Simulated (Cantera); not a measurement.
A closed system holds: 1 mol Si2Cl6, 0.0064 mol Cl2, 13 mol H2, equilibrated at 0.220 bar.

Points: T (K) = 825, 925, 1025, 1125, 1225, 1325, 1425, 1525, 1625, 1725.

Cantera's Mixture.equilibrate('TP', solver="vcs", rtol=1e-11, max_steps=5000) on the NASA tables stopped like this:

```
ERROR: FAILURE its = 5001!

*******************************************************************************
CanteraError thrown by MultiPhase::equilibrate:
VCS solver failed. Return code: -1
*******************************************************************************
```

What got this run through?

One answer among several that fit: The failure is numerical, not chemical. The same input converged with solver="gibbs", rtol=1e-10, max_steps=50000, and the result passed a check of the equilibrium conditions:
```
log10 of partial pressures in bar; condensed amounts in mol
       T/K        H2       HCL     SiCL2     SiCL4    SiHCL3     SiCL3   SiH2CL2         H        CL    Si(cr)     Si(L)
       825    -0.711    -3.249    -5.742    -1.764    -2.134    -4.726    -3.578   -11.456   -13.986     0.377         0
       925    -0.713    -2.765    -4.658    -1.768    -2.156    -4.012    -3.551    -9.941   -12.009    0.3989         0
      1025    -0.717    -2.382    -3.796    -1.784    -2.185    -3.450    -3.540    -8.719   -10.420    0.4369         0
      1125    -0.724    -2.078    -3.105    -1.826    -2.232    -3.011    -3.550    -7.714    -9.120    0.4866         0
      1225    -0.736    -1.841    -2.559    -1.917    -2.318    -2.687    -3.593    -6.874    -8.045     0.522         0
      1325    -0.753    -1.670    -2.151    -2.098    -2.471    -2.492    -3.687    -6.163    -7.157    0.5002         0
      1425    -0.769    -1.565    -1.882    -2.414    -2.725    -2.446    -3.851    -5.551    -6.434    0.4125         0
      1525    -0.780    -1.516    -1.737    -2.861    -3.072    -2.536    -4.076    -5.016    -5.848    0.3164         0
      1625    -0.785    -1.499    -1.669    -3.367    -3.460    -2.701    -4.325    -4.544    -5.362    0.2515         0
      1725    -0.788    -1.485    -1.645    -3.851    -3.837    -2.884    -4.578    -4.125    -4.934         0     0.241
```

The gas is ideal and each condensed phase is pure. The feed counts by its element totals alone. The tables' values for SiCl3, SiCl are old estimates; treat these amounts as uncertain. Gases not in the tables: Si2H6 and higher silanes.
